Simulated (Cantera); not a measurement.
Feed: 1 mol Si, a varied amount of HCl, 36 mol N2, equilibrated at 650 K and 0.133 bar.

Cantera equilibrium calculation (NASA polynomials, part measured and part estimated; ideal gas, pure solids and liquids). Candidate condensed phases: NH4Cl, Si, Si3N4; 28 gas species. The numbers say what is thermodynamically allowed, not how fast it happens.

Q: At 21 mol HCl, list the 4 most abundant gas species with their mole fractions, and the condensed phases.

A: N2 0.643, HCl 0.304, H2 0.0357, SiCl4 0.0179. Condensed: gas only.
